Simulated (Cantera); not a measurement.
A closed system holds: 1 mol CF4, 6.2 mol H2, equilibrated at 1.00 Torr.

Equilibrium computed with Cantera from the NASA thermochemical tables; the gas is ideal and each condensed phase is pure. Candidate condensed phases: C, C6H6, C7H8, C8H18; 95 gas species. Rates play no part. All values below are at 2198 K.

Base state: HF 0.463, H2 0.435, H 0.101, C2H2 (acetylene) 0.00110, F 9.15e-5 (mole fractions); condensed: C(graphite).

Problem. What changes in the equilibrium state with this change: CF4 replaced by CH3Cl?

Solution. 
```
species            before    after
----------------  -------  -------
H2                  0.435    0.753
H                   0.101    0.132
HCl                     0    0.100
HF                  0.463        0
Cl                      0   0.0128
F                 9.15e-5        0
C2H2 (acetylene)  0.00110  0.00191
C(graphite), mol    0.981    0.966
```
